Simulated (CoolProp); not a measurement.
Vapour-liquid equilibrium of ethanol (1) + cyclohexane (2) at 2200 kPa; x and y are mole fractions of (1).

Computed with CoolProp (multi-fluid Helmholtz-energy mixture model, Schroeder 2014 and Zhou 2014; pair parameters Bell 2016).

Task: Give the bubble temperature and the first vapour's composition at x = 0.05, 0.35, 0.95. Is there an azeotrope?

Result: x = 0.05: 220.7 °C, y = 0.147; x = 0.35: 190.7 °C, y = 0.531; x = 0.95: 184.3 °C, y = 0.941. y crosses x between x = 0.65 and 0.8: the model has an azeotrope there.

Pair parameters are fitted to limited data, so mixtures are less certain than the pure fluids.
